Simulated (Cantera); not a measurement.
What does this Cantera script print?

```python
import numpy as np
import cantera as ct

gas_names = """
    Br Br2 H HBr H2 N NH NH2 NH3 N2 N2H2 N2H4 Si SiBr SiBr2 SiBr3 SiBr4 SiH SiHBr3 SiH2 SiH2Br2 SiH3
    SiH3Br SiH4 SiN Si2 Si2N Si3
""".split()
cond_names = """
    Br2(cr) Br2(L) Si(cr) Si(L) Si3N4(a)
""".split()


# ... load() reads the species with a 1 bar reference pressure and builds the phases ...
atoms = {
    'Si': {'Si': 1},
    'HBr': {'H': 1, 'Br': 1},
    'N2': {'N': 2},
}
top_T = {'Si3N4(a)': 2400}  # K; cautious upper limits of use, not melting points


# ... equilibrate(T, P, feed) seeds the gas with the atoms and calls Mixture.equilibrate('TP', solver="vcs", rtol=1e-11, max_steps=5000) ...
results = []
feed = {'Si': 1, 'HBr': 6.8, 'N2': 7.5}  # mol
P = 133.322  # Pa
for T in [948, 1023, 1098, 1173, 1248, 1323, 1398, 1473]:
    mix = equilibrate(T, P, feed)
    results.append((T, P, feed, dict(zip(mix.species_names, mix.species_moles))))
    x = sorted(zip(gas.X, gas.species_names), reverse=True)
    print(f"T = {T:g} K  P = {P:g} Pa  gas = {mix.phase_moles(0):.4g} mol")
    print("   x: " + "  ".join(f"{s} {v:.3e}" for v, s in x if v > 1e-05))
    print("   condensed (mol): " + ("  ".join(f"{mix.phase(i).name} {mix.phase_moles(i):.4g}"
          for i in range(1, mix.n_phases) if mix.phase_moles(i) > 1e-12) or "none"))
```

Result:

```
T = 948 K  P = 133.322 Pa  gas = 13.5 mol
   x: N2 5.254e-01  HBr 3.875e-01  H2 5.805e-02  SiBr4 2.899e-02  Br 6.221e-05  SiBr3 1.721e-05  SiHBr3 1.120e-05
   condensed (mol): Si3N4(a) 0.2027
T = 1023 K  P = 133.322 Pa  gas = 13.51 mol
   x: N2 5.249e-01  HBr 3.894e-01  H2 5.698e-02  SiBr4 2.833e-02  Br 2.595e-04  SiBr3 8.169e-05  SiBr2 4.873e-05  SiHBr3 2.042e-05
   condensed (mol): Si3N4(a) 0.2051
T = 1098 K  P = 133.322 Pa  gas = 13.52 mol
   x: N2 5.242e-01  HBr 3.904e-01  H2 5.628e-02  SiBr4 2.745e-02  Br 8.891e-04  SiBr2 4.324e-04  SiBr3 3.097e-04  SiHBr3 3.402e-05
   condensed (mol): Si3N4(a) 0.2061
T = 1173 K  P = 133.322 Pa  gas = 13.56 mol
   x: N2 5.233e-01  HBr 3.885e-01  H2 5.639e-02  SiBr4 2.540e-02  SiBr2 2.813e-03  Br 2.574e-03  SiBr3 9.510e-04  SiHBr3 5.142e-05
   condensed (mol): Si3N4(a) 0.2012
T = 1248 K  P = 133.322 Pa  gas = 13.71 mol
   x: N2 5.218e-01  HBr 3.776e-01  H2 5.913e-02  SiBr4 1.968e-02  SiBr2 1.324e-02  Br 6.267e-03  SiBr3 2.212e-03  SiHBr3 6.573e-05  Br2 1.448e-05
   condensed (mol): Si3N4(a) 0.1725
T = 1323 K  P = 133.322 Pa  gas = 14.06 mol
   x: N2 5.212e-01  HBr 3.441e-01  H2 6.975e-02  SiBr2 4.014e-02  Br 1.214e-02  SiBr4 9.363e-03  SiBr3 3.164e-03  SiHBr3 5.893e-05  Br2 1.847e-05  H 1.147e-05
   condensed (mol): Si3N4(a) 0.08626
T = 1398 K  P = 133.322 Pa  gas = 14.39 mol
   x: N2 5.210e-01  HBr 3.050e-01  H2 8.367e-02  SiBr2 6.439e-02  Br 2.077e-02  SiBr4 2.587e-03  SiBr3 2.462e-03  H 3.749e-05  SiHBr3 3.080e-05  Br2 2.057e-05
   condensed (mol): none
T = 1473 K  P = 133.322 Pa  gas = 14.55 mol
   x: N2 5.154e-01  HBr 2.894e-01  H2 8.886e-02  SiBr2 6.652e-02  Br 3.751e-02  SiBr3 1.482e-03  SiBr4 6.860e-04  H 1.033e-04  Br2 2.810e-05  SiBr 1.677e-05  SiHBr3 1.234e-05
   condensed (mol): none
```

Method: chemical equilibrium by Gibbs-energy minimisation in Cantera with the NASA 1993 tables (ideal gas, pure condensed phases). N2 is the only nitrogen source here; it is nearly inert below about 1500 K, so the nitride shown seldom forms there in practice. The tables' values for SiBr3, SiBr are old estimates; treat these amounts as uncertain.
